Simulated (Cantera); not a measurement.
Feed: 1 mol SiH2Cl2, 4.1 mol N2, 22 mol H2, 23 mol NH3, held at 7.50 Torr.

These are equilibrium values from Cantera (NASA tables, ideal gas, pure condensed phases), not measurements of a reactor. Candidate condensed phases: NH4Cl, Si, Si3N4; 28 gas species. Gases not in the tables: Si2H6 and higher silanes. Kinetics and transport are ignored.

Task: What share of the Si ends up in condensed phases as a function of T (K), at 1198, 1273, 1348, 1423, 1498, 1573, 1648, 1723, 1798, 1873, 1948?

Result: 
```json
[
 {"T (K)": "1198", "Si condensed (%)": "100.0", "as": "Si3N4(s)"},
 {"T (K)": "1273", "Si condensed (%)": "100.0", "as": "Si3N4(s)"},
 {"T (K)": "1348", "Si condensed (%)": "99.8", "as": "Si3N4(s)"},
 {"T (K)": "1423", "Si condensed (%)": "99.4", "as": "Si3N4(s)"},
 {"T (K)": "1498", "Si condensed (%)": "98.2", "as": "Si3N4(s)"},
 {"T (K)": "1573", "Si condensed (%)": "95.5", "as": "Si3N4(s)"},
 {"T (K)": "1648", "Si condensed (%)": "90.1", "as": "Si3N4(s)"},
 {"T (K)": "1723", "Si condensed (%)": "81.9", "as": "Si(l)"},
 {"T (K)": "1798", "Si condensed (%)": "81.1", "as": "Si(l)"},
 {"T (K)": "1873", "Si condensed (%)": "76.8", "as": "Si(l)"},
 {"T (K)": "1948", "Si condensed (%)": "64.9", "as": "Si(l)"}
]
```
